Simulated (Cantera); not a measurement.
Adiabatic ignition

An adiabatic, constant-volume homogeneous reactor starts with 7.04 % CO, 4.72 % H₂, 9.86 % CH₄, 16.0 % O₂, 62.4 % N₂, at 1375 K and 2.60 bar.

Model: GRI-Mech 3.0 (53 species, 325 reactions), integrated in Cantera.

```
t (s)     T (K)  P (bar)    x CO    x H₂     x CH₄     x CH₂     x HO₂       x H     x NO₂
--------  -----  -------  ------  ------  --------  --------  --------  --------  --------
6.00e-6    1375     2.60  0.0704  0.0472    0.0986    <1e-12   3.22e-7   2.98e-8    <1e-12
1.35e-5    1375     2.60  0.0704  0.0472    0.0986    <1e-12   6.62e-7   7.45e-8    <1e-12
3.03e-5    1375     2.60  0.0704  0.0472    0.0986  1.27e-11   1.49e-6   3.10e-7    <1e-12
6.80e-5    1376     2.60  0.0704  0.0471    0.0984   1.12e-9   6.31e-6   2.96e-6    <1e-12
0.000153   1391     2.63  0.0704  0.0465    0.0963   1.09e-8   2.25e-5   9.46e-6    <1e-12
0.000343   1684     3.21  0.0808  0.0519    0.0638   2.14e-6  0.000218  0.000172  3.57e-11
0.000771   2935     5.85   0.121  0.0658  5.33e-12  7.45e-12   1.52e-6    0.0138   3.08e-7
0.00173    2935     5.85   0.121  0.0659  5.36e-12  7.44e-12   1.51e-6    0.0137   3.23e-7
0.00389    2935     5.85   0.121  0.0659  5.36e-12  7.44e-12   1.51e-6    0.0137   3.23e-7
0.00874    2935     5.85   0.121  0.0659  5.36e-12  7.44e-12   1.51e-6    0.0137   3.23e-7
0.0196     2935     5.85   0.121  0.0659  5.36e-12  7.44e-12   1.51e-6    0.0137   3.23e-7
0.0441     2935     5.85   0.121  0.0659  5.36e-12  7.44e-12   1.51e-6    0.0137   3.23e-7
0.0991     2935     5.85   0.121  0.0659  5.36e-12  7.44e-12   1.51e-6    0.0137   3.23e-7
0.223      2935     5.85   0.121  0.0659  5.36e-12  7.44e-12   1.51e-6    0.0137   3.23e-7
0.500      2935     5.85   0.121  0.0659  5.36e-12  7.44e-12   1.51e-6    0.0137   3.23e-7
```
x: mole fraction; the columns are a selection and need not sum to one.

```
Quantity                                                               Value
---------------------------------  -----------------------------------------
time of steepest temperature rise                                   0.355 ms
temperature at 0.500 s                                                2935 K
equilibrium temperature                                               2935 K
x(CO) at 0.500 s                         0.121 (gas-phase equilibrium 0.121)
x(H₂) at 0.500 s                       0.0659 (gas-phase equilibrium 0.0659)
x(CH₄) at 0.500 s                  5.36e-12 (gas-phase equilibrium 6.25e-12)
```
